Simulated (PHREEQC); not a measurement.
1 kg of water holding 0.059 mol/kgw KCl, 0.028 mol/kgw CaCl2, 0.073 mol/kgw SrCl2 and 0.022 mol/kgw NaCl is evaporated at 25 °C; the solids stay in contact with the brine. CO2 from the air is kept out. The run lets Halite, Portlandite, Sylvite precipitate or redissolve, and no other solid.

The series has 19 steps of water left (kg), from 1 to 0.0293.

The numbers come from PHREEQC with the Pitzer model, pitzer.dat.

Question: Which solids form, in which order, and at which step of the series does each first stand?

Answer: Sylvite from water left = 0.03564 kg.

Complexes and solids missing from the database can't appear.
